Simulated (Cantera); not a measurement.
**Ignition delay**

Mixture: C3H8 : O2 : N2 = 1 : 3.57 : 13.4 (molar parts), equivalence ratio 1.4, at 3750 Torr, adiabatic and at constant pressure. Ignition delay is the time to a rise of 400 K.

Model: GRI-Mech 3.0 (53 species, 325 reactions), integrated in Cantera. GRI-Mech 3.0 was tuned for natural gas; its chemistry of propane as a main component is partial and can be far from experiment.

```json
[
 {"T0 (K)": "1175", "delay (ms)": "4.47"},
 {"T0 (K)": "1275", "delay (ms)": "0.696"},
 {"T0 (K)": "1375", "delay (ms)": "0.143"},
 {"T0 (K)": "1475", "delay (ms)": "0.0402"},
 {"T0 (K)": "1575", "delay (ms)": "0.0151"},
 {"T0 (K)": "1675", "delay (ms)": "0.00717"},
 {"T0 (K)": "1775", "delay (ms)": "0.00406"}
]
```

```json
{
  "apparent activation energy between 1575 and 1775 K": "150 kJ/mol"
}
```
